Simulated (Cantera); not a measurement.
**Thermodynamics of abatement and gas-phase synthesis, feed CS₂ + H₂ + N₂**

Feed: 1 mol CS₂, 1.6 mol H₂, 8.3 mol N₂, equilibrated at 0.133 bar.

Equilibrium computed with Cantera from the NASA thermochemical tables; the gas is ideal and each condensed phase is pure. Candidate condensed phases: C, C₆H₆, C₇H₈, C₈H₁₈, S; 100 gas species. Gases not in the tables: S₃ to S₇. Equilibrium is a limit: real reactors are often held back by kinetics, nucleation or transport.

```
T (K)   x N₂       x H    x H₂     x H₂S     x CS       x S     x CS₂     x S₂  n C(graphite)
-----  -----  --------  ------  --------  -------  --------  --------  -------  -------------
973    0.809  5.15e-10  0.0303     0.126  2.45e-8  5.71e-10    0.0308  0.00385          0.684
1173   0.789   9.15e-8  0.0804    0.0716  3.26e-6   7.79e-8    0.0513  0.00789          0.460
1373   0.774   3.11e-6   0.116    0.0326  9.63e-5   2.40e-6    0.0651   0.0116          0.299
1573   0.766   4.05e-5   0.132    0.0148  0.00113   2.96e-5    0.0700   0.0140          0.224
1773   0.760  0.000289   0.137   0.00729  0.00721  0.000199    0.0685   0.0150          0.155
1973   0.749   0.00137   0.137   0.00383   0.0282  0.000879    0.0580   0.0146              0
2173   0.739   0.00482   0.133   0.00278   0.0489   0.00370    0.0364   0.0224              0
2373   0.726    0.0136   0.126   0.00185   0.0655    0.0110    0.0188   0.0256              0
2573   0.711    0.0318   0.114   0.00110   0.0744    0.0243   0.00852   0.0225              0
2773   0.691    0.0629  0.0955  0.000561   0.0772    0.0419   0.00352   0.0154              0
2973   0.668     0.106  0.0710  0.000235   0.0765    0.0580   0.00136  0.00823              0
3173   0.647     0.152  0.0453   8.03e-5   0.0743    0.0685  0.000519  0.00375              0
3373   0.631     0.189  0.0249   2.39e-5   0.0714    0.0744  0.000205  0.00165              0
```
x: gas mole fraction; n: condensed amount in mol.

From 973 K to 1773 K the condensed part is C(graphite). From 1973 K to 3373 K nothing is condensed. The main C-bearing gas is CS₂ at 973 K and CS at 3373 K.
